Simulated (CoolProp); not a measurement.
Vapour pressure (bar) of acetone: the reference equation beside estimates from Tc = 508.1 K, pc = 46.92 bar, ω = 0.307.

Values from CoolProp's reference Helmholtz-energy equation of state, Lemmon 2006. It is a short technical equation, of lower accuracy than the large ones.

```
T (K)  reference  van der Waals  Peng-Robinson
-----  ---------  -------------  -------------
327.5     0.9549          6.090         0.9457
339.6      1.427          7.399          1.416
351.6      2.059          8.868          2.048
363.6      2.892          10.52          2.882
375.6      3.963          12.35          3.958
387.7      5.328          14.40          5.333
399.7      7.009          16.63          7.031
411.7      9.065          19.08          9.112
423.7      11.55          21.73          11.63
435.8      14.54          24.64          14.67
447.8      18.05          27.74          18.23
459.8      22.18          31.08          22.42
471.8      26.99          34.65          27.28
```

Absolute difference from the reference over all 13 rows, mean and median: van der Waals 189.2 and 137.3 %, Peng-Robinson 0.6 and 0.7 %.
